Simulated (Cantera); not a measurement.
## Catalytic stagnation flow on Pt

A jet of CH4 : O2 : N2 = 0.011 : 0.12 : 0.79 (molar parts), equivalence ratio 0.18 at 300 K and 2700 Pa hits a platinum plate 3.1 cm away at a mass flux of 0.11 kg/m²/s; the plate temperature is set and raised in steps from an oxygen-covered start.

Cantera simulation using Deutschmann's 1995 Pt surface mechanism with GRI-Mech 3.0 gas chemistry; the numbers are that mechanism's predictions, not measurements. Catalytic surfaces can have several steady states; this one follows from the mechanism file's or the stated starting coverage.

```
plate T (K)  wall x CH4  wall x O2  wall x H2O  wall x OH  wall x CO  wall x CO2  θ free Pt   θ O*
-----------  ----------  ---------  ----------  ---------  ---------  ----------  ---------  -----
950             0.00944      0.125     0.00465    6.18e-8    5.63e-6     0.00305      0.326  0.673
1000            0.00848      0.123     0.00642    1.80e-7    6.90e-6     0.00422      0.399  0.600
1050            0.00756      0.121     0.00811    4.60e-7    8.28e-6     0.00534      0.471  0.529
1100            0.00674      0.119     0.00960    1.05e-6    9.86e-6     0.00633      0.540  0.460
1150            0.00605      0.118      0.0109    2.18e-6    1.18e-5     0.00716      0.604  0.395
```
x: mole fraction at the wall; θ: surface coverage.
